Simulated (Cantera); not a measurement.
Input: 1 mol NiS, 300 mol H2, 0.68 mol N2, at 0.00100 bar.

These are equilibrium values from Cantera (NASA tables, ideal gas, pure condensed phases), not measurements of a reactor. Candidate condensed phases: Ni, NiS, NiS2, Ni3S2, Ni3S4, S; 17 gas species. Metal and sulfide melt together well below either melting point, which pure phases cannot show. The numbers say what is thermodynamically allowed, not how fast it happens.

**Question.** Which condensed phases are stable at each of these points (T (K)): 700, 800, 900, 1000, 1100, 1200, 1300?

**Answer.** 
```csv
T (K),condensed phases,Ni condensed (%)
700,Ni3S2(s),100.0
800,Ni3S2(s),100.0
900,Ni(s) + Ni3S2(s),100.0
1000,Ni(s) + Ni3S2(s),100.0
1100,Ni(s),100.0
1200,Ni(s),100.0
1300,Ni(s),100.0
```

From 700 K to 800 K the condensed part is Ni3S2(s). From 900 K to 1000 K the condensed part is Ni(s) + Ni3S2(s). From 1100 K to 1300 K the condensed part is Ni(s).
